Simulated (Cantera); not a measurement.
An isothermal, constant-pressure homogeneous reactor starts with CH₄ : H₂O : H₂ = 1 : 0.91 : 0.13 (molar parts), at 1375 K and 10.0 bar. Integrator tolerance rtol = 1e-08.

Cantera simulation using GRI-Mech 3.0 (53 species, 325 reactions); the numbers are that mechanism's predictions, not measurements.

**Question.** What does this change do: temperature 1375 to 1273 K?

**Answer.** 
```
quantity                                            before                                    after
-----------------  ---------------------------------------  ---------------------------------------
x(CH₄) at 100 s       0.314 (gas-phase equilibrium 0.0311)     0.419 (gas-phase equilibrium 0.0464)
x(H₂O) at 100 s      0.276 (gas-phase equilibrium 0.00647)     0.414 (gas-phase equilibrium 0.0186)
x(H₂) at 100 s         0.324 (gas-phase equilibrium 0.731)      0.137 (gas-phase equilibrium 0.711)
x(CO₂) at 100 s    0.0220 (gas-phase equilibrium 0.000989)  0.00545 (gas-phase equilibrium 0.00349)
x(CH₂CO) at 100 s  6.66e-7 (gas-phase equilibrium 6.19e-8)  8.57e-7 (gas-phase equilibrium 3.18e-8)
x(H) at 100 s      6.19e-7 (gas-phase equilibrium 9.32e-7)  8.40e-8 (gas-phase equilibrium 1.91e-7)
```

**Question.** What does this change do: CH4 1 to 7.3 parts?

**Answer.** 
```csv
quantity,before,after
x(CH₄) at 100 s,0.314 (gas-phase equilibrium 0.0311),0.590 (gas-phase equilibrium 0.549)
x(H₂O) at 100 s,0.276 (gas-phase equilibrium 0.00647),0.0488 (gas-phase equilibrium 1.32e-5)
x(H₂) at 100 s,0.324 (gas-phase equilibrium 0.731),0.264 (gas-phase equilibrium 0.335)
x(CO₂) at 100 s,0.0220 (gas-phase equilibrium 0.000989),0.00333 (gas-phase equilibrium 1.66e-6)
x(CH₂CO) at 100 s,6.66e-7 (gas-phase equilibrium 6.19e-8),1.03e-6 (gas-phase equilibrium 8.94e-7)
x(H) at 100 s,6.19e-7 (gas-phase equilibrium 9.32e-7),5.60e-7 (gas-phase equilibrium 6.31e-7)
```
GRI-Mech 3.0 stops at C3 and has no aromatics, soot or wall deposition, so with more carbon than oxygen in the feed, carbon stays in small species such as C2H2 where larger ones or solid carbon would form.

**Question.** What does this change do: temperature 1375 to 2150 K?

**Answer.** 
```
quantity                                            before                                    after
-----------------  ---------------------------------------  ---------------------------------------
x(CH₄) at 100 s       0.314 (gas-phase equilibrium 0.0311)  0.00415 (gas-phase equilibrium 0.00415)
x(H₂O) at 100 s      0.276 (gas-phase equilibrium 0.00647)  4.54e-5 (gas-phase equilibrium 4.65e-5)
x(H₂) at 100 s         0.324 (gas-phase equilibrium 0.731)      0.754 (gas-phase equilibrium 0.754)
x(CO₂) at 100 s    0.0220 (gas-phase equilibrium 0.000989)  2.72e-6 (gas-phase equilibrium 2.79e-6)
x(CH₂CO) at 100 s  6.66e-7 (gas-phase equilibrium 6.19e-8)  9.01e-7 (gas-phase equilibrium 9.02e-7)
x(H) at 100 s      6.19e-7 (gas-phase equilibrium 9.32e-7)  0.00117 (gas-phase equilibrium 0.00117)
```
